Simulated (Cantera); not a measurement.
A perfectly stirred reactor is fed with CH4 : H2O = 1 : 2.9 (molar parts), at 180 Torr; it is held at 1498 K, and followed from long to short residence time.

Computed with Cantera and GRI-Mech 3.0 (53 species, 325 reactions).

Predict: x(CH4) at τ = 0.910 s; x(H2O) at τ = 0.910 s; x(C2H6) at τ = 0.910 s; x(CO2) at τ = 0.910 s; x(CH4) at τ = 25.0 ms; x(H2O) at τ = 25.0 ms; x(C2H6) at τ = 25.0 ms; x(CO2) at τ = 25.0 ms.


| Item | Result |
|---|---|
| x(CH4) at τ = 0.910 s | 0.145 |
| x(H2O) at τ = 0.910 s | 0.663 |
| x(C2H6) at τ = 0.910 s | 0.000142 |
| x(CO2) at τ = 0.910 s | 0.00265 |
| x(CH4) at τ = 25.0 ms | 0.248 |
| x(H2O) at τ = 25.0 ms | 0.740 |
| x(C2H6) at τ = 25.0 ms | 0.000522 |
| x(CO2) at τ = 25.0 ms | 1.50e-6 |
